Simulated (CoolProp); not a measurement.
500 sccm (0 °C, 1 atm) of nitrogen bubbles through liquid benzene at 285 K and leaves saturated at a total pressure of 0.0773 MPa (ideal gas phase). Each further row changes one setting.

The numbers come from the reference Helmholtz-energy equation of state, Thol 2012 in CoolProp.

```tsv
case	vapour pressure (kPa)	mole fraction of vapour	delivery (mg/min)	delivery (sccm)	change of delivery for a bath 1 K warmer (%)
as stated	6.69	0.0865	165	47.3	5.8
bath temperature 290 K	8.60	0.111	218	62.6	5.7
total pressure 0.155 MPa	6.69	0.0431	78.5	22.5	5.5
```
